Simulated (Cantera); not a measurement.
A freely propagating, adiabatic, planar premixed flame of H₂ : O₂ : N₂ = 1 : 0.877 : 3.3 (molar parts), equivalence ratio 0.57, unburnt at 400 K and 2.00 bar; mixture-averaged transport, grid criteria slope 0.08 and curve 0.16, no radiation.

Model: the H2/O2 subset of GRI-Mech 3.0, which has no nitrogen chemistry, integrated in Cantera. Burning velocities carry a grid error of a few per cent, more on coarse grids. Lean hydrogen flames are cellular in practice and burn faster than this planar one.

Question: How do the results move with these cheaper or finer settings: unity-Lewis-number transport; multicomponent transport; multicomponent+Soret transport; grid criteria slope 0.5, curve 1; grid criteria slope 0.25, curve 0.5; grid criteria slope 0.03, curve 0.06?

Answer: 
| setting | laminar burning velocity | thermal thickness | peak x(H) | peak x(OH) | grid points |
|---|---|---|---|---|---|
| as above | 98.4 cm/s | 0.186 mm | 0.00462 | 0.00609 | 109 |
| unity-Lewis-number transport | 143 cm/s | 0.128 mm | 0.0129 | 0.00854 | 113 |
| multicomponent transport | 99.4 cm/s | 0.182 mm | 0.00471 | 0.00614 | 109 |
| multicomponent+Soret transport | 87.8 cm/s | 0.190 mm | 0.00406 | 0.00572 | 109 |
| grid criteria slope 0.5, curve 1 | 124 cm/s | 0.212 mm | 0.00583 | 0.00634 | 37 |
| grid criteria slope 0.25, curve 0.5 | 99.1 cm/s | 0.195 mm | 0.00456 | 0.00574 | 50 |
| grid criteria slope 0.03, curve 0.06 | 103 cm/s | 0.180 mm | 0.00506 | 0.00648 | 247 |
Unity Lewis numbers drop preferential diffusion, which matters most where H2 and H carry the flame; Soret adds thermal diffusion.
